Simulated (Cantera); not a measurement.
Adiabatic ignition

An adiabatic, constant-pressure homogeneous reactor starts with CH4 : C2H6 : C3H8 : O2 : N2 = 1 : 0.17 : 0.2 : 1.63 : 6.14 (molar parts), at 1648 K and 2.80 bar.

Cantera simulation using GRI-Mech 3.0 (53 species, 325 reactions); the numbers are that mechanism's predictions, not measurements. GRI-Mech 3.0 was tuned for natural gas; its chemistry of propane as a main component is partial and can be far from experiment.

```csv
t (s),T (K),x CH4,x C2H6,x C3H8,x OH,x H
4.00e-6,1634,0.107,0.0172,0.0179,3.75e-5,4.74e-5
8.66e-6,1646,0.103,0.0155,0.0125,6.17e-5,7.68e-5
1.88e-5,1795,0.0795,0.00618,0.00151,0.000239,0.000375
4.06e-5,2606,0.00145,2.60e-7,1.45e-10,0.00119,0.00643
8.80e-5,2592,0.000548,3.42e-8,6.21e-12,0.000942,0.00686
0.000191,2581,2.18e-5,6.00e-11,<1e-12,0.000947,0.00762
0.000413,2573,1.28e-9,<1e-12,<1e-12,0.00106,0.00864
0.000894,2572,1.99e-10,<1e-12,<1e-12,0.00108,0.00884
0.00194,2573,1.87e-10,<1e-12,<1e-12,0.00109,0.00886
0.00420,2574,1.81e-10,<1e-12,<1e-12,0.00109,0.00888
0.00909,2574,1.80e-10,<1e-12,<1e-12,0.00109,0.00889
0.0197,2574,1.80e-10,<1e-12,<1e-12,0.00109,0.00889
0.0426,2574,1.80e-10,<1e-12,<1e-12,0.00109,0.00889
0.0923,2574,1.80e-10,<1e-12,<1e-12,0.00109,0.00889
0.200,2574,1.80e-10,<1e-12,<1e-12,0.00109,0.00889
```
x: mole fraction; the columns are a selection and need not sum to one.

```yaml
time_of_steepest_temperature_rise: 27.0 µs
temperature at 0.200 s: 2574 K
equilibrium_temperature: 2574 K
x(CH4) at 0.200 s: 1.80e-10 (gas-phase equilibrium 2.01e-10)
x(C2H6) at 0.200 s: <1e-12 (gas-phase equilibrium <1e-12)
x(C3H8) at 0.200 s: <1e-12 (gas-phase equilibrium <1e-12)
```
